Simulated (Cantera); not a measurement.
Input (Python, Cantera):

```python
import numpy as np
import cantera as ct

gas = ct.Solution("gri30.yaml")
gas.TPX = 1823, 100000, {'H2': 1, 'O2': 0.417, 'N2': 1.57, 'H2O': 0.069}
reactor = ct.IdealGasReactor(gas, energy="on", clone=False)
net = ct.ReactorNet([reactor])
net.rtol, net.atol = 1e-08, 1e-16
show = ['H2', 'O2', 'H2O', 'N2O', 'OH', 'HO2']
times = np.geomspace(1e-06, 4, 15)

steps = ct.SolutionArray(gas, extra=["t"])
rows = []
print(f"{'t/s':>10s}{'T/K':>9s}{'P/Pa':>11s}" + "".join(f"{s:>11s}" for s in show))
for t in times:
    while net.time < t:
        t_next = net.step()
        steps.append(gas.state, t=t_next)
    rows.append([np.interp(t, steps.t, y) for y in (steps.T, steps.P, *steps(*show).X.T)])
    print(f"{t:10.3e}{rows[-1][0]:9.1f}{rows[-1][1]:11.4g}" + "".join(f"{x:11.3e}" for x in rows[-1][2:]))
rate = np.gradient(steps.T, steps.t)
print("integrator steps:", len(steps.t))
if steps.T.max() > steps.T[0] + 200:
    print(f"time of steepest temperature rise: {steps.t[rate.argmax()]:.4e} s")
gas.TPX = 1823, 100000, {'H2': 1, 'O2': 0.417, 'N2': 1.57, 'H2O': 0.069}
gas.equilibrate("UV")
print(f"equilibrium (UV): T = {gas.T:.1f} K  " + "  ".join(f"{s} {gas[s].X[0]:.3e}" for s in show))
```

Output:

```
       t/s      T/K       P/Pa         H2         O2        H2O        N2O         OH        HO2
 1.000e-06   1822.9      1e+05  3.272e-01  1.364e-01  2.259e-02  1.873e-11  2.744e-06  6.598e-06
 2.962e-06   1823.7      1e+05  3.254e-01  1.357e-01  2.377e-02  2.721e-10  1.661e-04  2.118e-05
 8.773e-06   2101.1  1.138e+05  8.956e-02  2.517e-02  1.918e-01  4.642e-08  2.958e-02  1.156e-05
 2.599e-05   2621.5  1.371e+05  9.553e-02  1.807e-02  2.146e-01  9.546e-08  3.928e-02  7.231e-06
 7.697e-05   3025.0  1.538e+05  9.379e-02  1.232e-02  2.402e-01  4.084e-07  4.018e-02  9.104e-06
 2.280e-04   3040.0  1.543e+05  9.501e-02  1.112e-02  2.413e-01  4.818e-07  3.872e-02  8.687e-06
 6.752e-04   3035.2   1.54e+05  9.616e-02  1.048e-02  2.409e-01  5.438e-07  3.774e-02  8.229e-06
 2.000e-03   3034.9   1.54e+05  9.623e-02  1.044e-02  2.409e-01  5.480e-07  3.769e-02  8.205e-06
 5.924e-03   3034.9   1.54e+05  9.623e-02  1.044e-02  2.409e-01  5.480e-07  3.769e-02  8.205e-06
 1.755e-02   3034.9   1.54e+05  9.623e-02  1.044e-02  2.409e-01  5.480e-07  3.769e-02  8.205e-06
 5.197e-02   3034.9   1.54e+05  9.623e-02  1.044e-02  2.409e-01  5.480e-07  3.769e-02  8.205e-06
 1.539e-01   3034.9   1.54e+05  9.623e-02  1.044e-02  2.409e-01  5.480e-07  3.769e-02  8.205e-06
 4.559e-01   3034.9   1.54e+05  9.623e-02  1.044e-02  2.409e-01  5.480e-07  3.769e-02  8.205e-06
 1.350e+00   3034.9   1.54e+05  9.623e-02  1.044e-02  2.409e-01  5.480e-07  3.769e-02  8.205e-06
 4.000e+00   3034.9   1.54e+05  9.623e-02  1.044e-02  2.409e-01  5.480e-07  3.769e-02  8.205e-06
integrator steps: 1078
time of steepest temperature rise: 5.5385e-06 s
equilibrium (UV): T = 3034.9 K  H2 9.623e-02  O2 1.044e-02  H2O 2.409e-01  N2O 5.480e-07  OH 3.769e-02  HO2 8.205e-06
```

Cantera simulation using GRI-Mech 3.0 (53 species, 325 reactions); the numbers are that mechanism's predictions, not measurements. Above 3000 K some thermodynamic fits are extrapolated.
